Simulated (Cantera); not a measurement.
A freely propagating, adiabatic, planar premixed flame of 43.1 % H₂, 12.0 % O₂, 44.9 % N₂, equivalence ratio 1.8, unburnt at 573 K and 100.0 Torr; multicomponent+Soret transport, grid criteria slope 0.08 and curve 0.16, no radiation.

Computed with Cantera and the H2/O2 subset of GRI-Mech 3.0, which has no nitrogen chemistry. Burning velocities carry a grid error of a few per cent, more on coarse grids.

### Question
Predict: laminar burning velocity; thermal thickness; peak x(H₂O₂); peak x(HO₂); peak x(OH).

### Answer
laminar burning velocity: 603 cm/s
thermal thickness: 5.90 mm
peak x(H₂O₂): 8.13e-7
peak x(HO₂): 4.80e-5
peak x(OH): 0.00752
